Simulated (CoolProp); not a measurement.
R113 along the isobar 17.4 bar: density (kg/m³) from the reference equation and from simpler models built on Tc = 214.1 °C, pc = 33.92 bar, ω = 0.253; each cubic takes its own stable root.

Model: reference Helmholtz-energy equation of state, Marx 1992, in CoolProp.

| T (°C) | phase | reference | van der Waals | Redlich-Kwong | Soave-Redlich-Kwong | Peng-Robinson |
|---|---|---|---|---|---|---|
| -17.05 | liquid | 1664 | 1022 | 1508 | 1541 | 1734 |
| 10.05 | liquid | 1603 | 989.0 | 1452 | 1491 | 1681 |
| 37.15 | liquid | 1539 | 953.3 | 1391 | 1435 | 1620 |
| 64.25 | liquid | 1472 | 913.7 | 1322 | 1371 | 1550 |
| 91.35 | liquid | 1401 | 868.4 | 1243 | 1296 | 1467 |
| 118.45 | liquid | 1322 | 814.4 | 1152 | 1207 | 1368 |
| 145.55 | liquid | 1228 | 133.6 | 1040 | 1096 | 1242 |
| 172.65 | gas | 127.8 | 115.4 | 123.2 | 126.3 | 130.0 |
| 199.75 | gas | 107.7 | 103.2 | 107.0 | 107.6 | 110.3 |
| 226.85 | gas | 95.63 | 93.95 | 95.98 | 95.64 | 97.75 |

At some of these states van der Waals gives the other phase, because its saturation line lies elsewhere.
